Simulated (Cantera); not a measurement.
Cantera run:

```python
import numpy as np
import cantera as ct

gas_names = """
    H HO2 H2 H2O H2O2 Hg O OH O2 O3
""".split()
cond_names = """
    H2O(s) H2O(L) Hg(cr) Hg(L) HgO(s)
""".split()


def load(file, names, dense=False):
    # The tables refer to 1 bar. Condensed volumes are neglected.
    table = {s.name: s for s in ct.Species.list_from_file(file)}
    out = []
    for n in names:
        d = dict(table[n].input_data)
        d["thermo"] = dict(d["thermo"], **{"reference-pressure": 1e5})
        if dense:
            d["equation-of-state"] = {"model": "constant-volume", "density": "1e6 g/cm^3"}
        out.append(ct.Species.from_dict(d))
    return out


gas = ct.Solution(thermo="ideal-gas", species=load("nasa_gas.yaml", gas_names))
cond = {s.name: ct.Solution(thermo="fixed-stoichiometry", species=[s], name=s.name)
        for s in load("nasa_condensed.yaml", cond_names, dense=True)}
atoms = {
    'HgO': {'Hg': 1, 'O': 1},
    'O2': {'O': 2},
    'H2': {'H': 2},
}
top_T = {}  # K; cautious upper limits of use, not melting points


def equilibrate(T, P, feed):
    n = {}
    for name, mol in feed.items():
        for a, k in atoms[name].items():
            n[a] = n.get(a, 0.0) + k * mol
    gas.TPX = T, P, n
    mass = sum(n.values()) * gas.mean_molecular_weight
    gas.equilibrate("TP")
    valid = [c for c in cond.values() if c.min_temp <= T <= top_T.get(c.name, c.max_temp)]
    mix = ct.Mixture([(gas, mass / gas.mean_molecular_weight)] + [(c, 0.0) for c in valid])
    mix.T, mix.P = T, P
    mix.equilibrate("TP", solver="vcs", rtol=1e-11, max_steps=5000)
    return mix


results = []
feed = {'HgO': 1, 'O2': 0.73, 'H2': 31}  # mol
T = 1398  # K
P = 133.322  # Pa
mix = equilibrate(T, P, feed)
results.append((T, P, feed, dict(zip(mix.species_names, mix.species_moles))))
print(gas.report(threshold=1e-05))
for i in range(1, mix.n_phases):
    print(f"{mix.phase(i).name:16s} {mix.phase_moles(i):12.5e} mol")
```

Output:

```
       temperature   1398 K
          pressure   133.32 Pa
           density   0.0001084 kg/m^3
  mean mol. weight   9.4508 kg/kmol
   phase of matter   gas

                          1 kg             1 kmol
                     ---------------   ---------------
          enthalpy        1.7872e+06         1.689e+07  J
   internal energy        5.5726e+05        5.2666e+06  J
           entropy             25549        2.4146e+05  J/K
    Gibbs function        -3.393e+07       -3.2067e+08  J
 heat capacity c_p            3459.2             32693  J/K
 heat capacity c_v            2579.5             24378  J/K

                      mass frac. Y      mole frac. X     chem. pot. / RT
                     ---------------   ---------------   ---------------
                 H        1.3052e-05        0.00012238           -12.567
                H2           0.19022           0.89176           -25.135
               H2O           0.14653           0.07687           -56.005
                Hg           0.66323          0.031248           -27.746
     [   +6 minor]        3.7436e-07        2.0803e-07

Hg(L)             0.00000e+00 mol
```

These are equilibrium values from Cantera (NASA tables, ideal gas, pure condensed phases), not measurements of a reactor.
